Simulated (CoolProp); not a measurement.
Isopentane along the isotherm 226.85 °C: Z from the reference equation and from simpler models built on Tc = 187.2 °C, pc = 33.78 bar, ω = 0.227; each cubic takes its own stable root.

Values from CoolProp's reference Helmholtz-energy equation of state, Lemmon 2006. It is a short technical equation, of lower accuracy than the large ones.

```json
[
 {"p (bar)": "5.07", "phase": "gas", "reference": "0.9599"},
 {"p (bar)": "10.1", "phase": "gas", "reference": "0.9182"},
 {"p (bar)": "15.2", "phase": "gas", "reference": "0.8734"},
 {"p (bar)": "20.3", "phase": "gas", "reference": "0.8259"},
 {"p (bar)": "25.3", "phase": "gas", "reference": "0.7760"},
 {"p (bar)": "30.4", "phase": "gas", "reference": "0.7213"},
 {"p (bar)": "35.5", "phase": "supercritical", "reference": "0.6619"},
 {"p (bar)": "40.5", "phase": "supercritical", "reference": "0.5982"},
 {"p (bar)": "45.6", "phase": "supercritical", "reference": "0.5275"},
 {"p (bar)": "50.7", "phase": "supercritical", "reference": "0.4551"}
]
```

### Question
How far does each simpler model (van der Waals, Redlich-Kwong, Soave-Redlich-Kwong, Peng-Robinson) lie from the reference over these 10 states: mean and median of the absolute difference, and the worst?

### Answer
- van der Waals: mean 3.1 %, median 0.8 %, worst -12.5 % at 226.85 °C and 45.6 bar
- Redlich-Kwong: mean 1.5 %, median 0.9 %, worst -4.3 % at 226.85 °C and 45.6 bar
- Soave-Redlich-Kwong: mean 2.1 %, median 1.1 %, worst +8.8 % at 226.85 °C and 50.7 bar
- Peng-Robinson: mean 1.8 %, median 2.0 %, worst -2.6 % at 226.85 °C and 35.5 bar
